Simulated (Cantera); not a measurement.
## SiO2 + NF3 + H2 (oxide etching and cleaning by halides)

A closed system holds: 1 mol SiO2, 18 mol NF3, 42 mol H2, at 26.0 Pa.

Cantera equilibrium calculation (NASA polynomials, part measured and part estimated; ideal gas, pure solids and liquids). Candidate condensed phases: H2O, Si, SiO2, Si2N2O, Si3N4; 58 gas species. The tables' values for SiF3 are old estimates; treat these amounts as uncertain. The tables hold silica as quartz up to 1696 K and as liquid above; real silica turns to tridymite and cristobalite and melts near 1996 K. The numbers say what is thermodynamically allowed, not how fast it happens.

```
T (°C)   x HF   x H2   x N2   x H2O   x SiF4  n SiO2(β-quartz)
------  -----  -----  -----  ------  -------  ----------------
502     0.649  0.195  0.117  0.0260   0.0130                 0
577     0.649  0.195  0.117  0.0260   0.0130                 0
652     0.649  0.195  0.117  0.0260   0.0130                 0
727     0.649  0.195  0.117  0.0260   0.0130                 0
802     0.649  0.195  0.117  0.0260   0.0130                 0
877     0.649  0.195  0.117  0.0260   0.0130                 0
952     0.649  0.195  0.117  0.0260   0.0130                 0
1027    0.649  0.195  0.117  0.0260   0.0130                 0
1102    0.654  0.194  0.117  0.0231   0.0115             0.109
1177    0.659  0.194  0.117  0.0198  0.00984             0.233
1252    0.664  0.193  0.116  0.0173  0.00844             0.323
1327    0.667  0.191  0.116  0.0158  0.00695             0.342
```
x: gas mole fraction; n: condensed amount in mol.

From 502 °C to 1027 °C nothing is condensed. From 1102 °C to 1327 °C the condensed part is SiO2(β-quartz). The main Si-bearing gas is SiF4 throughout.
